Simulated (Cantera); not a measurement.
Input (Python, Cantera) and output of one run.

```python
import numpy as np
import cantera as ct

gas_names = """
    C CO COS CO2 CS CS2 C2 C2O C3 C3O2 C4 C5 Mg MgO MgS Mg2 O O2 O3 S SO SO2 SO3 S2 S2O S8
""".split()
cond_names = """
    C(gr) Mg(cr) Mg(L) MgCO3(s) MgO(s) MgO(L) MgS(s) MgSO4(s) MgSO4(L) S(cr1) S(cr2) S(L)
""".split()


# ... load() reads the species with a 1 bar reference pressure and builds the phases ...
atoms = {
    'MgSO4': {'Mg': 1, 'S': 1, 'O': 4},
    'CO2': {'C': 1, 'O': 2},
}
top_T = {'C(gr)': 4500, 'MgS(s)': 2250}  # K; cautious upper limits of use, not melting points


# ... equilibrate(T, P, feed) seeds the gas with the atoms and calls Mixture.equilibrate('TP', solver="vcs", rtol=1e-11, max_steps=5000) ...
results = []
feed = {'MgSO4': 1, 'CO2': 0.13}  # mol
T = 1998.15  # K
P = 1000  # Pa
mix = equilibrate(T, P, feed)
results.append((T, P, feed, dict(zip(mix.species_names, mix.species_moles))))
x = sorted(zip(gas.X, gas.species_names), reverse=True)
print(f"T = {T:g} K  P = {P:g} Pa  gas = {mix.phase_moles(0):.4g} mol")
print("   x: " + "  ".join(f"{s} {v:.3e}" for v, s in x if v > 0.001))
print("   condensed (mol): " + ("  ".join(f"{mix.phase(i).name} {mix.phase_moles(i):.4g}"
      for i in range(1, mix.n_phases) if mix.phase_moles(i) > 1e-12) or "none"))
```

It prints:

```
T = 1998.15 K  P = 1000 Pa  gas = 1.636 mol
   x: SO2 6.096e-01  O2 3.055e-01  CO2 7.765e-02  O 3.646e-03  CO 1.829e-03  SO 1.611e-03
   condensed (mol): MgO(s) 1
```

These are equilibrium values from Cantera (NASA tables, ideal gas, pure condensed phases), not measurements of a reactor.
